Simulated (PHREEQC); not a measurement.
Consider water at 25 °C with 47 mmol/kgw ZnCl2, 17 mmol/kgw H3BO3 and 0.12 mmol/kgw HCl. Closed to the air; pH follows from the charge balance.

The numbers come from PHREEQC with the ion-association model, phreeqc.dat.

No solid was allowed to form.

### Question
Order these Zn species by the share of Zn that they hold, largest first: ZnCl2, Zn+2, ZnCl+.

### Answer
Zn+2 (92 %), ZnCl+ (7.6 %), ZnCl2 (0.39 %)

The pH is 4.01 and the ionic strength 0.133 mol/kgw. Species that the database lacks are ignored.
